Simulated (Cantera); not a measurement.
A perfectly stirred reactor is fed with H₂ : O₂ : N₂ = 1.1 : 1 : 1.4 (molar parts), equivalence ratio 0.55, at 698 Torr; it is held at 1150 K, and followed from long to short residence time.

Model: the H2/O2 subset of GRI-Mech 3.0, which has no nitrogen chemistry, integrated in Cantera. The temperature is held fixed by assumption; the heat of reaction is taken as removed at once.

x: mole fraction; the columns are a selection and need not sum to one.

| τ (s) | x H₂ | x O₂ | x O | x H₂O | x H₂O₂ |
|---|---|---|---|---|---|
| 3.3 | 0.000707 | 0.153 | ___ | 0.372 | 2.23e-6 |
| 0.98 | 0.00151 | 0.153 | ___ | 0.371 | 6.90e-6 |
| 0.30 | 0.00312 | 0.154 | ___ | 0.369 | 1.82e-5 |
| 0.089 | 0.00630 | 0.155 | ___ | 0.365 | 3.96e-5 |
| 0.027 | 0.0110 | 0.157 | ___ | 0.360 | 5.90e-5 |
| 0.0081 | 0.0164 | 0.159 | ___ | 0.353 | 5.44e-5 |
| 0.0024 | 0.0233 | 0.162 | ___ | 0.345 | 3.73e-5 |
| 0.00073 | 0.0345 | 0.167 | ___ | 0.331 | 2.63e-5 |

**Question.** Some entries are withheld; supply them.

**Answer.** 
- 3.3, x O: 9.19e-7
- 0.98, x O: 2.58e-6
- 0.30, x O: 6.52e-6
- 0.089, x O: 1.57e-5
- 0.027, x O: 3.65e-5
- 0.0081, x O: 9.11e-5
- 0.0024, x O: 0.000231
- 0.00073, x O: 0.000535
